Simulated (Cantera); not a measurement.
What does this Cantera script print?

```python
import numpy as np
import cantera as ct

gas_names = """
    H HO2 H2 H2O H2O2 O OH O2 O3 Ta TaO TaO2
""".split()
cond_names = """
    H2O(s) H2O(L) Ta(cr) Ta(L) Ta2O5(s) Ta2O5(L)
""".split()


# ... load() reads the species with a 1 bar reference pressure and builds the phases ...
atoms = {
    'Ta2O5': {'Ta': 2, 'O': 5},
    'H2': {'H': 2},
}
top_T = {}  # K; cautious upper limits of use, not melting points


# ... equilibrate(T, P, feed) seeds the gas with the atoms and calls Mixture.equilibrate('TP', solver="vcs", rtol=1e-11, max_steps=5000) ...
results = []
feed = {'Ta2O5': 1, 'H2': 24}  # mol
P = 100000  # Pa
for T in [1548, 1623, 1698, 1773, 1848, 1923, 1998, 2073, 2148]:
    mix = equilibrate(T, P, feed)
    results.append((T, P, feed, dict(zip(mix.species_names, mix.species_moles))))

top = {s: max(r[3][s] / sum(r[3][g] for g in gas_names) for r in results) for s in gas_names}
cols = sorted((s for s in top if top[s] > 0.0001), key=lambda s: -top[s])[:8]
seen = [c for c in cond_names if any(r[3].get(c, 0) > 1e-12 for r in results)]
print("log10 of partial pressures in bar; condensed amounts in mol")
print(f"{'T/K':>10s}" + "".join(f"{s[:9]:>10s}" for s in cols + seen))
for T, P, feed, n in results:
    ng = sum(n[g] for g in gas_names)
    print(f"{T:10.4g}" + "".join(f"{np.log10(max(n[s] / ng * P / 1e5, 1e-99)):10.3f}" for s in cols)
          + "".join(f"{n.get(c, 0):10.4g}" for c in seen))
```

Result:

```
log10 of partial pressures in bar; condensed amounts in mol
       T/K        H2         H       H2O    Ta(cr)  Ta2O5(s)  Ta2O5(L)
      1548    -0.000    -4.512    -3.865  0.001311    0.9993         0
      1623    -0.000    -4.160    -3.631  0.002243    0.9989         0
      1698    -0.000    -3.840    -3.420   0.00365    0.9982         0
      1773    -0.000    -3.546    -3.228  0.005686    0.9972         0
      1848    -0.001    -3.276    -3.052  0.008524    0.9957         0
      1923    -0.001    -3.026    -2.891   0.01235    0.9938         0
      1998    -0.001    -2.795    -2.743   0.01737    0.9913         0
      2073    -0.002    -2.581    -2.611   0.02354         0    0.9882
      2148    -0.003    -2.382    -2.506   0.02992         0    0.9849
```

These are equilibrium values from Cantera (NASA tables, ideal gas, pure condensed phases), not measurements of a reactor. Mutual solubility and eutectic melting of coexisting phases are not modelled. Condensed phases not in the tables: N, O or C dissolved in the metal.
